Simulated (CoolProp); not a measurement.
R236FA along the isotherm 126.85 °C: density (kg/m³) from the reference equation and from simpler models built on Tc = 124.9 °C, pc = 3191 kPa, ω = 0.377; each cubic takes its own stable root.

Computed with CoolProp (reference Helmholtz-energy equation of state, Pan 2012).

```tsv
p (kPa)	phase	reference	ideal gas	Redlich-Kwong	Soave-Redlich-Kwong	Peng-Robinson
2900	gas	241.9	132.6	235.3	233.6	245.8
5800	supercritical	952.9	265.1	805.7	802.3	890.3
8700	supercritical	1029	397.7	903.2	900.9	1002
11600	supercritical	1076	530.3	965.4	963.5	1072
14500	supercritical	1112	662.9	1012	1010	1125
17400	supercritical	1140	795.4	1049	1048	1166
20300	supercritical	1164	928.0	1081	1079	1201
23200	supercritical	1185	1061	1108	1106	1231
26100	supercritical	1203	1193	1131	1130	1257
29000	supercritical	1220	1326	1152	1151	1280
31900	supercritical	1235	1458	1171	1170	1301
```
